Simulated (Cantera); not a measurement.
**Premixed flame**

A freely propagating, adiabatic, planar premixed flame of H₂ : O₂ : N₂ = 1 : 0.505 : 1.36 (molar parts), equivalence ratio 0.99, unburnt at 375 K and 0.600 bar; mixture-averaged transport, grid criteria slope 0.08 and curve 0.16, no radiation.

Model: the H2/O2 subset of GRI-Mech 3.0, which has no nitrogen chemistry, integrated in Cantera. Burning velocities carry a grid error of a few per cent, more on coarse grids.

| z (mm) | T (K) | u (m/s) | x H₂ | x O₂ | x H | x O | x OH | x H₂O₂ |
|---|---|---|---|---|---|---|---|---|
| -2.08 | 375 | 4.41 | 0.349 | 0.176 | <1e-8 | <1e-8 | <1e-8 | <1e-8 |
| -1.39 | 375 | 4.41 | 0.349 | 0.176 | <1e-8 | <1e-8 | <1e-8 | <1e-8 |
| -1.04 | 375 | 4.41 | 0.349 | 0.176 | <1e-8 | <1e-8 | <1e-8 | <1e-8 |
| -0.694 | 375 | 4.41 | 0.349 | 0.176 | <1e-8 | <1e-8 | <1e-8 | <1e-8 |
| -0.347 | 380 | 4.46 | 0.347 | 0.177 | 2.07e-6 | 5.92e-7 | 3.52e-6 | 1.40e-6 |
| -0.173 | 627 | 7.13 | 0.312 | 0.174 | 0.00433 | 0.000181 | 0.00128 | 7.37e-5 |
| 0 | 1162 | 12.7 | 0.189 | 0.132 | 0.0431 | 0.00608 | 0.00376 | 6.11e-6 |
| 0.173 | 1517 | 16.3 | 0.0807 | 0.0606 | 0.0731 | 0.0155 | 0.0121 | 3.01e-6 |
| 0.347 | 1680 | 18.0 | 0.0594 | 0.0410 | 0.0701 | 0.0172 | 0.0170 | 1.72e-6 |
| 0.694 | 1853 | 19.6 | 0.0574 | 0.0349 | 0.0564 | 0.0158 | 0.0210 | 8.75e-7 |
| 1.39 | 2035 | 21.2 | 0.0557 | 0.0304 | 0.0417 | 0.0130 | 0.0239 | 4.66e-7 |
| 2.77 | 2216 | 22.8 | 0.0512 | 0.0258 | 0.0286 | 0.00981 | 0.0253 | 2.93e-7 |
| 5.55 | 2380 | 24.2 | 0.0446 | 0.0214 | 0.0183 | 0.00680 | 0.0246 | 2.34e-7 |
x: mole fraction of selected species; z is measured from the peak of heat release.

```json
{
  "laminar_burning_velocity": "441 cm/s",
  "thermal_thickness": "0.694 mm",
  "peak x(H)": "0.0740",
  "peak x(O)": "0.0172",
  "peak x(OH)": "0.0253",
  "peak x(H₂O₂)": "7.45e-5"
}
```
